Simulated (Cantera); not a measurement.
A freely propagating, adiabatic, planar premixed flame of H₂ : O₂ : N₂ = 1 : 0.208 : 0.896 (molar parts), equivalence ratio 2.4, unburnt at 723 K and 5.00 bar; mixture-averaged transport, grid criteria slope 0.08 and curve 0.16, no radiation.

Model: the H2/O2 subset of GRI-Mech 3.0, which has no nitrogen chemistry, integrated in Cantera. The hydrogen kinetics of GRI-Mech 3.0 are dated; newer H2 mechanisms differ, most at raised pressure. Burning velocities carry a grid error of a few per cent, more on coarse grids.

Task: How do the results move with these cheaper or finer settings: unity-Lewis-number transport; multicomponent transport; multicomponent+Soret transport; grid criteria slope 0.5, curve 1; grid criteria slope 0.25, curve 0.5; grid criteria slope 0.03, curve 0.06?

Result: 
```csv
setting,laminar burning velocity,thermal thickness,peak x(HO₂),peak x(O),grid points
as above,1130 cm/s,0.0655 mm,0.000598,0.00190,109
unity-Lewis-number transport,703 cm/s,0.0609 mm,0.000463,0.00134,104
multicomponent transport,1110 cm/s,0.0660 mm,0.000595,0.00186,109
multicomponent+Soret transport,1080 cm/s,0.0647 mm,0.000604,0.00187,109
"grid criteria slope 0.5, curve 1",1190 cm/s,0.0856 mm,0.000544,0.00148,44
"grid criteria slope 0.25, curve 0.5",1170 cm/s,0.0743 mm,0.000579,0.00173,51
"grid criteria slope 0.03, curve 0.06",1120 cm/s,0.0635 mm,0.000606,0.00194,271
```
Unity Lewis numbers drop preferential diffusion, which matters most where H2 and H carry the flame; Soret adds thermal diffusion.
